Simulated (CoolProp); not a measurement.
A simple Rankine cycle with ammonia: condensing at 323.15 K, boiler at 9.32 MPa, turbine inlet 409.4 K, turbine efficiency 0.7, pump efficiency 0.6, no recuperator. Each further row changes one setting.

The numbers come from the reference Helmholtz-energy equation of state, Gao 2020 in CoolProp.

```tsv
case	thermal efficiency (%)	net work (kJ/kg)	heat in (kJ/kg)	turbine exit temperature (K)	volume ratio over the turbine
as stated	9.6	99.0	1030	323.1	4.31
turbine inlet 429.4 K	10.2	117	1140	323.1	3.91
condensing temperature 315.15 K	10.7	114	1070	315.1	5.28
boiler pressure 6.52 MPa	8.4	97.8	1160	326.1	2.78
turbine efficiency 0.6	7.9	81.8	1030	323.1	4.38
```

The expansion ends wet for: as stated; turbine inlet 429.4 K; condensing temperature 315.15 K; turbine efficiency 0.6.
